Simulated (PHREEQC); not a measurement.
Make-up at 25 °C: 0.056 mol/kgw KBr. Closed to the air; pH follows from the charge balance.

Equilibrium calculation in PHREEQC: ion-association model, wateq4f.dat.

The ionic strength is 0.0560 mol/kgw.

```
species  molality  activity   log γ
-------  --------  --------  ------
Br-        0.0560    0.0456  -0.089
K+         0.0560    0.0451  -0.094
H+        1.21e-7   1.03e-7  -0.071
OH-       1.21e-7   9.73e-8  -0.095
```

Precipitation was switched off in this run.
